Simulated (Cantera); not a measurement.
Feed: 1 mol HBr, 1.7 mol H2O, 0.71 mol H2, at 2700 K and 2.10 bar.

These are equilibrium values from Cantera (NASA tables, ideal gas, pure condensed phases), not measurements of a reactor. Equilibrium is a limit: real reactors are often held back by kinetics, nucleation or transport.

```json
[
 {"species": "H2O", "before": "0.454", "after": "0.711"},
 {"species": "H2", "before": "0.243", "after": "0.127"},
 {"species": "HBr", "before": "0.167", "after": "0.0654"},
 {"species": "OH", "before": "0.00924", "after": "0.0200"},
 {"species": "Br", "before": "0.106", "after": "0.0577"},
 {"species": "H", "before": "0.0193", "after": "0.0140"},
 {"species": "O2", "before": "0.000353", "after": "0.00317"},
 {"species": "Br2", "before": "0.000198", "after": "5.85e-5"},
 {"species": "O", "before": "0.000468", "after": "0.00140"}
]
```
Gas species are given as mole fractions.

Name the change that produced these shifts.
A) temperature from 2700 K to 2325 K
B) temperature from 2700 K to 2200 K
C) H2O from 1.7 to 6 mol
D) pressure from 2.10 bar to 9.40 mbar

C, H2O from 1.7 to 6 mol
